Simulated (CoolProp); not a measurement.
A closed Brayton cycle with carbon dioxide: compressor inlet 330.15 K and 7.6 MPa, high pressure 26.5 MPa, turbine inlet 925 K, compressor efficiency 0.8, turbine efficiency 0.93, recuperator effectiveness 0 (on enthalpy, no pinch check). Each further row changes one setting.

Computed with CoolProp (reference Helmholtz-energy equation of state, Span 1996).

```
case                           thermal efficiency (%)  net work (kJ/kg)  compressor to turbine work  compressor exit (K)  turbine exit (K)
-----------------------------  ----------------------  ----------------  --------------------------  -------------------  ----------------
as stated                                        17.4               108                        0.43                446.8             761.7
turbine inlet 875 K                              17.3              96.8                        0.45                446.8             717.4
compressor inlet 340.15 K                        16.9               101                        0.46                462.5             761.7
high pressure 22.5 MPa                           15.4              98.1                        0.41                430.7             782.2
recuperator effectiveness 0.5                    24.5               108                        0.43                446.8             761.7
```
